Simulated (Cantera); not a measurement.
Input: 1 mol CaO, 0.69 mol Cl2, 0.99 mol H2, equilibrated at 0.405 Torr.

Cantera equilibrium calculation (NASA polynomials, part measured and part estimated; ideal gas, pure solids and liquids). Candidate condensed phases: Ca, CaCl2, CaO, Ca(OH)2, H2O; 21 gas species. Mutual solubility and eutectic melting of coexisting phases are not modelled. Condensed phases not in the tables: oxide chlorides. The numbers say what is thermodynamically allowed, not how fast it happens.

x: gas mole fraction; n: condensed amount in mol.

```json
[
 {"T (K)": "800", "x H2O": "0.694", "x HCl": "0.00308", "x H2": "0.303", "x CaCl2": "3.21e-9", "x Cl": "<1e-12", "x H": "6.86e-11", "x OH": "<1e-12", "n CaCl2(s)": "0.688", "n CaO(s)": "0.312", "n CaCl2(l)": "0"},
 {"T (K)": "900", "x H2O": "0.681", "x HCl": "0.0184", "x H2": "0.300", "x CaCl2": "6.20e-7", "x Cl": "1.65e-10", "x H": "2.76e-9", "x OH": "…", "n CaCl2(s)": "0.681", "n CaO(s)": "0.319", "n CaCl2(l)": "0"},
 {"T (K)": "1000", "x H2O": "0.634", "x HCl": "0.0742", "x H2": "0.292", "x CaCl2": "4.07e-5", "x Cl": "1.25e-8", "x H": "5.28e-8", "x OH": "…", "n CaCl2(s)": "0.652", "n CaO(s)": "0.348", "n CaCl2(l)": "0"},
 {"T (K)": "1100", "x H2O": "0.527", "x HCl": "0.200", "x H2": "0.272", "x CaCl2": "0.00103", "x Cl": "3.81e-7", "x H": "5.81e-7", "x OH": "…", "n CaCl2(s)": "0", "n CaO(s)": "0.420", "n CaCl2(l)": "0.579"},
 {"T (K)": "1200", "x H2O": "0.365", "x HCl": "0.381", "x H2": "0.241", "x CaCl2": "0.0129", "x Cl": "5.71e-6", "x H": "4.17e-6", "x OH": "…", "n CaCl2(s)": "0", "n CaO(s)": "0.547", "n CaCl2(l)": "0.437"},
 {"T (K)": "1300", "x H2O": "0.175", "x HCl": "0.527", "x H2": "0.191", "x CaCl2": "0.107", "x Cl": "4.84e-5", "x H": "2.08e-5", "x OH": "…", "n CaCl2(s)": "0", "n CaO(s)": "0.724", "n CaCl2(l)": "0.107"},
 {"T (K)": "1400", "x H2O": "0.170", "x HCl": "0.481", "x H2": "0.179", "x CaCl2": "0.170", "x Cl": "0.000196", "x H": "8.85e-5", "x OH": "…", "n CaCl2(s)": "0", "n CaO(s)": "0.714", "n CaCl2(l)": "0"},
 {"T (K)": "1500", "x H2O": "0.196", "x HCl": "0.427", "x H2": "0.179", "x CaCl2": "0.196", "x Cl": "0.000618", "x H": "0.000320", "x OH": "…", "n CaCl2(s)": "0", "n CaO(s)": "0.670", "n CaCl2(l)": "0"},
 {"T (K)": "1600", "x H2O": "0.219", "x HCl": "0.380", "x H2": "0.179", "x CaCl2": "0.219", "x Cl": "0.00166", "x H": "0.000989", "x OH": "…", "n CaCl2(s)": "0", "n CaO(s)": "0.631", "n CaCl2(l)": "0"},
 {"T (K)": "1700", "x H2O": "0.238", "x HCl": "0.339", "x H2": "0.179", "x CaCl2": "0.238", "x Cl": "0.00395", "x H": "0.00268", "x OH": "…", "n CaCl2(s)": "0", "n CaO(s)": "0.599", "n CaCl2(l)": "0"},
 {"T (K)": "1800", "x H2O": "0.252", "x HCl": "0.302", "x H2": "0.178", "x CaCl2": "0.252", "x Cl": "0.00845", "x H": "0.00651", "x OH": "…", "n CaCl2(s)": "0", "n CaO(s)": "0.573", "n CaCl2(l)": "0"},
 {"T (K)": "1900", "x H2O": "0.260", "x HCl": "0.269", "x H2": "0.177", "x CaCl2": "0.261", "x Cl": "0.0165", "x H": "0.0144", "x OH": "…", "n CaCl2(s)": "0", "n CaO(s)": "0.553", "n CaCl2(l)": "0"}
]
```

Complete the blanks.


- 900, x OH: 5.86e-12
- 1000, x OH: 2.54e-10
- 1100, x OH: 5.01e-9
- 1200, x OH: 5.04e-8
- 1300, x OH: 2.49e-7
- 1400, x OH: 1.67e-6
- 1500, x OH: 1.01e-5
- 1600, x OH: 4.75e-5
- 1700, x OH: 0.000184
- 1800, x OH: 0.000606
- 1900, x OH: 0.00173
